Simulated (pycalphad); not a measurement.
An equivalent pycalphad script:

```python
from pycalphad import Database, equilibrium, calculate, variables as v
import numpy as np
db = Database('COST507.tdb')
comps = ['SI', 'V', 'VA']
phases = ['BCC_A2', 'DIAMOND_A4', 'LIQUID', 'SI2V', 'SI3V5', 'SI5V6', 'SIV3']
eq = equilibrium(db, comps, phases, {v.X('V'): 0.0367, v.T: np.arange(2600, 499, -40), v.P: 101325, v.N: 1}, output=['HM', 'SM'])
```

Source of the numbers: pycalphad with the COST 507 light-alloy database (1999); pressure 1 atm. The data set is of 1999 and partly superseded. Phase fractions are per mole of atoms. Diffusion is slow at the low end, where real alloys seldom reach equilibrium.

Results at three of the temperatures:

```
T = 2600.00 K, P = 101325 Pa, N = 1 mol of atoms
G = -162704 J/mol, H = 106233 J/mol, S = 103.44 J/(mol K)  (SER reference)
chemical potentials (J/mol): Si -158210, V -280656
phase             fraction      x(Si)       x(V)
LIQUID              1.0000     0.9633     0.0367
```

```
T = 2000.00 K, P = 101325 Pa, N = 1 mol of atoms
G = -102744 J/mol, H = 89484 J/mol, S = 96.11 J/(mol K)  (SER reference)
chemical potentials (J/mol): Si -98109, V -224400
phase             fraction      x(Si)       x(V)
LIQUID              1.0000     0.9633     0.0367
```

```
T = 720.00 K, P = 101325 Pa, N = 1 mol of atoms
G = -22790 J/mol, H = 5400 J/mol, S = 39.15 J/(mol K)  (SER reference)
chemical potentials (J/mol): Si -18255, V -141827
phase             fraction      x(Si)       x(V)
DIAMOND_A4          0.8899     1.0000       none
SI2V                0.1101     0.6667     0.3333
```

Changes of the phase set, refined by bisection:

| T (K) | phases above | phases below |
|---|---|---|
| 1697.5 | liquid | liquid + SI2V |
| 1675.1 | liquid + SI2V | diamond (Si) + SI2V |

Database names, with the compositions (at.%) that they take in these runs: SI2V: Si 67 V 33. DIAMOND_A4 is diamond (Si). An entry "none" or "no" means that the model of the phase leaves that element out.
